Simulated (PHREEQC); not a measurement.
Make-up at 20 °C: 1 mmol/kgw CuCl2, 1.5 mmol/kgw HNO3 and 0.53 mmol/kgw NaCl. Closed to the air; pH follows from the charge balance.

The numbers come from PHREEQC with the ion-association model, phreeqc.dat.

Each row changes one thing in this solution. Precipitation was switched off in this run.

| case | pH | CuCl+ (mol/kgw) | CuOH+ (mol/kgw) | SI of Halite (NaCl) |
|---|---|---|---|---|
| as made | 2.85 | 3.95e-6 | 5.74e-9 | -7.50 |
| CuCl2 from 0.001 to 0.0005 mol/kgw | 2.85 | 1.25e-6 | 2.93e-9 | -7.71 |
| NaCl from 0.00053 to 0.000106 mol/kgw | 2.85 | 3.33e-6 | 5.77e-9 | -8.28 |
| HNO3 left out | 5.33 | 4.10e-6 | 1.75e-6 | -7.49 |
| CuCl2 from 0.001 to 0.0015 mol/kgw | 2.86 | 7.97e-6 | 8.45e-9 | -7.37 |
| diluted 10-fold with water | 3.83 | 4.80e-8 | 6.34e-9 | -9.46 |
| CuCl2 from 0.001 to 0.0002 mol/kgw | 2.85 | 3.13e-7 | 1.19e-9 | -7.92 |

Complexes and solids missing from the database can't appear.
